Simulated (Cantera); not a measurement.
A jet of H₂ : O₂ : N₂ = 0.013 : 0.15 : 0.79 (molar parts), equivalence ratio 0.043 at 300 K and 20.3 Torr hits a platinum plate 3.4 cm away at a mass flux of 0.043 kg/m²/s; the plate temperature is set and raised in steps from an oxygen-covered start.

Cantera simulation using Deutschmann's 1995 Pt surface mechanism with GRI-Mech 3.0 gas chemistry; the numbers are that mechanism's predictions, not measurements. Catalytic surfaces can have several steady states; this one follows from the mechanism file's or the stated starting coverage.

One state of this run: wall x H₂ = 0.00372; wall x O₂ = 0.147; wall x H₂O = 0.0189; wall x OH = <1e-8; θ free Pt = 0.0588; θ O* = 0.940; θ OH* = 0.00108. x: mole fraction at the wall; θ: surface coverage.

Task: Which value of plate T (K) does it belong to?
A. 750
B. 600
C. 700
D. 650

Result: C, 700
